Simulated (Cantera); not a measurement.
# Thermodynamics of iron carbonyl, mercury and lead vapours, feed Fe(CO)5 + H2 + N2

Feed: 1 mol Fe(CO)5, 4.4 mol H2, 2.5 mol N2, held at 350 Pa.

Method: chemical equilibrium by Gibbs-energy minimisation in Cantera with the NASA 1993 tables (ideal gas, pure condensed phases). Candidate condensed phases: C, C6H6, C7H8, C8H18, Fe, Fe(CO)5, FeO, Fe(OH)2, Fe(OH)3, Fe2O3, Fe3O4, H2O; 140 gas species. Condensed phases not in the tables: cementite and carbon dissolved in iron. The numbers say what is thermodynamically allowed, not how fast it happens.

From 773 K to 1048 K the condensed part is C(graphite) + Fe(α).

| T (K) | x CO | x H2 | x N2 | x CO2 | x H2O | x CH4 | x HCN | n C(graphite) | n Fe(α) |
|---|---|---|---|---|---|---|---|---|---|
| 773 | 0.293 | 0.383 | 0.230 | 0.0736 | 0.0188 | 0.00109 | 1.38e-8 | 0.993 | 1.00 |
| 798 | 0.345 | 0.378 | 0.222 | 0.0438 | 0.0112 | 0.000694 | 2.58e-8 | 0.613 | 1.00 |
| 823 | 0.379 | 0.374 | 0.217 | 0.0240 | 0.00656 | 0.000456 | 4.68e-8 | 0.348 | 1.00 |
| 848 | 0.398 | 0.372 | 0.214 | 0.0127 | 0.00382 | 0.000309 | 8.24e-8 | 0.189 | 1.00 |
| 873 | 0.408 | 0.370 | 0.212 | 0.00663 | 0.00225 | 0.000216 | 1.41e-7 | 0.102 | 1.00 |
| 898 | 0.414 | 0.370 | 0.211 | 0.00352 | 0.00135 | 0.000153 | 2.35e-7 | 0.0559 | 1.00 |
| 923 | 0.417 | 0.370 | 0.211 | 0.00192 | 0.000833 | 0.000111 | 3.80e-7 | 0.0313 | 1.00 |
| 948 | 0.418 | 0.370 | 0.210 | 0.00107 | 0.000524 | 8.21e-5 | 6.01e-7 | 0.0180 | 1.00 |
| 973 | 0.419 | 0.370 | 0.210 | 0.000616 | 0.000337 | 6.15e-5 | 9.28e-7 | 0.0106 | 1.00 |
| 998 | 0.419 | 0.370 | 0.210 | 0.000364 | 0.000222 | 4.67e-5 | 1.40e-6 | 0.00639 | 1.00 |
| 1023 | 0.420 | 0.370 | 0.210 | 0.000221 | 0.000149 | 3.59e-5 | 2.07e-6 | 0.00394 | 1.00 |
| 1048 | 0.420 | 0.370 | 0.210 | 0.000137 | 0.000102 | 2.79e-5 | 3.01e-6 | 0.00247 | 1.00 |
x: gas mole fraction; n: condensed amount in mol.
